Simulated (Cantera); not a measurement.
Cantera run:

```python
import numpy as np
import cantera as ct

gas_names = """
    N NO NO2 NO3 N2 N2O O O2 O3 Si SiN SiO SiO2 Si2 Si2N Si3
""".split()
cond_names = """
    Si(cr) Si(L) SiO2(Lqz) SiO2(hqz) SiO2(L) Si2N2O(s) Si3N4(a)
""".split()


# ... load() reads the species with a 1 bar reference pressure and builds the phases ...
atoms = {
    'Si3N4': {'Si': 3, 'N': 4},
    'N2O': {'N': 2, 'O': 1},
    'N2': {'N': 2},
}
top_T = {'Si2N2O(s)': 2100, 'Si3N4(a)': 2400}  # K; cautious upper limits of use, not melting points


# ... equilibrate(T, P, feed) seeds the gas with the atoms and calls Mixture.equilibrate('TP', solver="vcs", rtol=1e-11, max_steps=5000) ...
results = []
feed = {'Si3N4': 1, 'N2O': 0.017, 'N2': 5.8}  # mol
P = 100000  # Pa
for T in [1100, 1175, 1250, 1325, 1400, 1475, 1550, 1625, 1700, 1775, 1850, 1925, 2000, 2075]:
    mix = equilibrate(T, P, feed)
    results.append((T, P, feed, dict(zip(mix.species_names, mix.species_moles))))

top = {s: max(r[3][s] / sum(r[3][g] for g in gas_names) for r in results) for s in gas_names}
cols = sorted((s for s in top if top[s] > 1e-05), key=lambda s: -top[s])[:9]
seen = [c for c in cond_names if any(r[3].get(c, 0) > 1e-12 for r in results)]
print("log10 of partial pressures in bar; condensed amounts in mol")
print(f"{'T/K':>10s}" + "".join(f"{s[:9]:>10s}" for s in cols + seen))
for T, P, feed, n in results:
    ng = sum(n[g] for g in gas_names)
    print(f"{T:10.4g}" + "".join(f"{np.log10(max(n[s] / ng * P / 1e5, 1e-99)):10.3f}" for s in cols)
          + "".join(f"{n.get(c, 0):10.4g}" for c in seen))
```

Output:

```
log10 of partial pressures in bar; condensed amounts in mol
       T/K        N2       SiO        Si       SiN Si2N2O(s)  Si3N4(a)
      1100    -0.000   -14.869   -19.638   -18.520     0.017    0.9887
      1175    -0.000   -13.098   -17.531   -16.654     0.017    0.9887
      1250    -0.000   -11.543   -15.680   -15.016     0.017    0.9887
      1325    -0.000   -10.168   -14.040   -13.565     0.017    0.9887
      1400    -0.000    -8.943   -12.579   -12.272     0.017    0.9887
      1475    -0.000    -7.845   -11.268   -11.112     0.017    0.9887
      1550    -0.000    -6.856   -10.086   -10.067     0.017    0.9887
      1625    -0.000    -5.961    -9.015    -9.119   0.01699    0.9887
      1700    -0.000    -5.146    -8.040    -8.257   0.01696    0.9887
      1775    -0.000    -4.403    -7.149    -7.470   0.01677    0.9887
      1850    -0.000    -3.722    -6.331    -6.747   0.01589     0.989
      1925    -0.000    -3.095    -5.578    -6.082   0.01232    0.9902
      2000    -0.001    -2.536    -4.883    -5.468         0    0.9943
      2075    -0.001    -2.536    -4.239    -4.899         0    0.9942
```

Equilibrium computed with Cantera from the NASA thermochemical tables; the gas is ideal and each condensed phase is pure. Mutual solubility and eutectic melting of coexisting phases are not modelled. The tables' values for SiN are old estimates; treat these amounts as uncertain.
